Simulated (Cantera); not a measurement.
An isothermal, constant-pressure homogeneous reactor starts with C₂H₆ : H₂ = 1 : 4.2 (molar parts), at 1925 K and 1.01 bar.

Cantera simulation using GRI-Mech 3.0 (53 species, 325 reactions); the numbers are that mechanism's predictions, not measurements. GRI-Mech 3.0 stops at C3 and has no aromatics, soot or wall deposition, so with more carbon than oxygen in the feed, carbon stays in small species such as C2H2 where larger ones or solid carbon would form.

x: mole fraction; the columns are a selection and need not sum to one.

| t (s) | x C₂H₆ | x H₂ | x CH₂ | x C₂H₂ | x H |
|---|---|---|---|---|---|
| 2.00e-6 | 0.0595 | 0.752 | (withheld) | 0.00346 | 0.00413 |
| 1.10e-5 | 0.00144 | 0.741 | (withheld) | 0.0385 | 0.00168 |
| 6.03e-5 | 0.000209 | 0.754 | (withheld) | 0.0670 | 0.000694 |
| 0.000331 | 0.000145 | 0.773 | (withheld) | 0.0873 | 0.000734 |
| 0.00182 | 4.13e-5 | 0.815 | (withheld) | 0.112 | 0.000799 |
| 0.0100 | 3.64e-6 | 0.848 | (withheld) | 0.131 | 0.000865 |
| 0.0549 | 7.73e-7 | 0.855 | 1.94e-7 | 0.135 | 0.000884 |
| 0.302 | 7.38e-7 | 0.855 | 1.88e-7 | 0.135 | 0.000885 |
| 1.66 | 7.38e-7 | 0.855 | 1.88e-7 | 0.135 | 0.000885 |
| 9.10 | 7.38e-7 | 0.855 | 1.88e-7 | 0.135 | 0.000885 |
| 50.0 | 7.38e-7 | 0.855 | 1.88e-7 | 0.135 | 0.000885 |

Q: What belongs in the gaps?

A: 
- 2.00e-6, x CH₂: 7.00e-5
- 1.10e-5, x CH₂: 1.13e-5
- 6.03e-5, x CH₂: 2.42e-6
- 0.000331, x CH₂: 2.16e-6
- 0.00182, x CH₂: 1.33e-6
- 0.0100, x CH₂: 4.62e-7
